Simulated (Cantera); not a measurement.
Input: 1 mol Si, 6.8 mol Br₂, 1.1 mol N₂, held at 4.00 Pa.

Method: chemical equilibrium by Gibbs-energy minimisation in Cantera with the NASA 1993 tables (ideal gas, pure condensed phases). Candidate condensed phases: Br₂, Si, Si₃N₄; 13 gas species. The tables' values for SiBr₃ are old estimates; treat these amounts as uncertain. Equilibrium is a limit: real reactors are often held back by kinetics, nucleation or transport.

Q: At 1298 K, list the 4 most abundant gas species with their mole fractions, and the condensed phases.

A: Br 0.825, N₂ 0.0900, SiBr₄ 0.0557, SiBr₂ 0.0208. Condensed: gas only.
